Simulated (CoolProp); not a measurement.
Properties of C2F6 (R116) along the isobar 101 kPa.

Model: reference Helmholtz-energy equation of state, Lemmon 2006, in CoolProp. It is a short technical equation, of lower accuracy than the large ones.

```
T (K)  phase       Z  expansivity (1/kK)  viscosity (µPa s)  conductivity (mW/(m K))  fugacity coefficient
-----  -----  ------  ------------------  -----------------  -----------------------  --------------------
235.8    gas  0.9768               4.584                  …                        …                0.9773
246.9    gas  0.9801               4.328                  …                     11.0                0.9805
258.1    gas  0.9829               4.102               12.2                     11.8                0.9832
269.2    gas  0.9852               3.904               12.7                     12.6                0.9854
280.4    gas  0.9871               3.725               13.3                     13.4                0.9872
291.5    gas  0.9887               3.565               13.8                     14.3                0.9888
302.7    gas  0.9901               3.418               14.3                     15.1                0.9902
313.8    gas  0.9912               3.285               14.8                     16.0                0.9913
325      gas  0.9923               3.162               15.4                     16.9                0.9923
336.1    gas  0.9931               3.049               15.8                     17.7                0.9932
347.3    gas  0.9939               2.944               16.3                     18.6                0.9939
358.4    gas  0.9946               2.847                  …                     19.5                0.9946
369.5    gas  0.9952               2.757               17.3                     20.4                0.9952
380.7    gas  0.9957               2.671               17.8                     21.3                0.9957
391.8    gas  0.9961               2.592               18.2                     22.1                0.9961
```

### Question
Complete the blanks.

### Answer

- 235.8, viscosity (µPa s): 11.1
- 235.8, conductivity (mW/(m K)): 10.2
- 246.9, viscosity (µPa s): 11.7
- 358.4, viscosity (µPa s): 16.8

Viscosity comes from a separate model (Huber 2003), an estimate that may be off by 10 % or more. Thermal conductivity comes from a separate model (Huber 2003), an estimate that may be off by 10 % or more.
